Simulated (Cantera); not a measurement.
Feed: 1 mol SiHCl3, 22 mol NH3, 5.6 mol N2, held at 15.0 Pa.

Method: chemical equilibrium by Gibbs-energy minimisation in Cantera with the NASA 1993 tables (ideal gas, pure condensed phases). Candidate condensed phases: NH4Cl, Si, Si3N4; 28 gas species. Gases not in the tables: Si2H6 and higher silanes. Rates play no part.

Question: What share of the Si ends up in condensed phases as a function of T (°C), at 1175, 1225, 1275, 1325, 1375, 1425, 1475, 1525, 1575?

Answer: 
| T (°C) | Si condensed (%) | as |
|---|---|---|
| 1175 | 71.9 | Si3N4(s) |
| 1225 | 56.0 | Si3N4(s) |
| 1275 | 53.5 | Si(s) |
| 1325 | 50.3 | Si(s) |
| 1375 | 43.2 | Si(s) |
| 1425 | 27.8 | Si(l) |
| 1475 | 0.0 | - |
| 1525 | 0.0 | - |
| 1575 | 0.0 | - |
